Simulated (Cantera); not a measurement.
A perfectly stirred reactor is fed with 45.5 % NH3, 54.5 % H2, at 300 Torr; it is held at 2175 K, and followed from long to short residence time.

Detailed kinetics in Cantera: the gas-phase N/H chemistry of the illustrative SiF4/NH3 mechanism in the Surface Chemkin manual (1991). Walls and surfaces, which speed up NH3 decomposition in real reactors, are not modelled.

x: mole fraction; the columns are a selection and need not sum to one.

| τ (s) | x NH3 | x H2 | x N2H2 | x N2H4 | x NH2 | x H | x NH |
|---|---|---|---|---|---|---|---|
| 7.6 | 0.000877 | 0.837 | 4.03e-9 | 2.35e-11 | 2.17e-5 | ? | 4.49e-6 |
| 1.7 | 0.00256 | 0.837 | 2.06e-8 | 1.38e-10 | 5.24e-5 | ? | 8.96e-6 |
| 0.36 | 0.0146 | 0.831 | 1.31e-7 | 1.37e-9 | 0.000165 | ? | 1.55e-5 |
| 0.080 | 0.0676 | 0.798 | 6.41e-7 | 9.99e-9 | 0.000446 | ? | 2.40e-5 |
| 0.017 | 0.207 | 0.706 | 2.25e-6 | 4.42e-8 | 0.000938 | ? | 3.35e-5 |
| 0.0038 | 0.359 | 0.607 | 4.32e-6 | 9.12e-8 | 0.00135 | ? | 3.85e-5 |
| 0.00084 | 0.430 | 0.560 | 4.99e-6 | 1.09e-7 | 0.00147 | ? | 3.77e-5 |
| 0.00018 | 0.450 | 0.547 | 3.38e-6 | 8.16e-8 | 0.00127 | ? | 2.74e-5 |

Problem. Some entries are withheld; supply them.

Solution. 
- 7.6, x H: 0.00673
- 1.7, x H: 0.00557
- 0.36, x H: 0.00307
- 0.080, x H: 0.00171
- 0.017, x H: 0.00104
- 0.0038, x H: 0.000743
- 0.00084, x H: 0.000626
- 0.00018, x H: 0.000506
